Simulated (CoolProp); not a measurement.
Vapour-liquid equilibrium of 1-butene (1) + n-butane (2) at 284.5 K; x and y are mole fractions of (1).

Values from CoolProp's multi-fluid Helmholtz-energy mixture model, Lemmon 2005 and Bücker 2006; pair parameters Bell 2016.

**Question.** Give the bubble pressure and the first vapour's composition at x = 0.275, 0.35, 0.575. Is there an azeotrope?

**Answer.** x = 0.275: 166.6 kPa, y = 0.321; x = 0.35: 169.7 kPa, y = 0.401; x = 0.575: 178.4 kPa, y = 0.624. No azeotrope shows between x = 0.05 and 0.95.

Pair parameters are fitted to limited data, so mixtures are less certain than the pure fluids.
